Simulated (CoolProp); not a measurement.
Toluene at 607.27 K and 0.282 MPa flows at 14 m/s in a round tube of 6 mm bore and 45 µm roughness, fully developed (64/Re and Nu = 3.66 if laminar; Colebrook and Gnielinski if turbulent). Each further row changes one setting.

The numbers come from the reference Helmholtz-energy equation of state, Lemmon 2006 in CoolProp. It is a short technical equation, of lower accuracy than the large ones.

```tsv
case	Reynolds number	Darcy friction factor	pressure drop (Pa/m)	heat-transfer coefficient (W/(m² K))	mass flow (kg/h)
as stated	31900	0.0366	…	855	7.51
velocity 28 m/s	63700	0.0356	12300	…	15.0
diameter 12 mm	63700	…	1270	688	30.0
```

Task: Complete the blanks.

Result: 
- as stated, pressure drop (Pa/m): 3150
- velocity 28 m/s, heat-transfer coefficient (W/(m² K)): 1680
- diameter 12 mm, Darcy friction factor: 0.0296

Viscosity comes from a separate model (Avgeri 2015). Thermal conductivity comes from a separate model (Assael 2012).
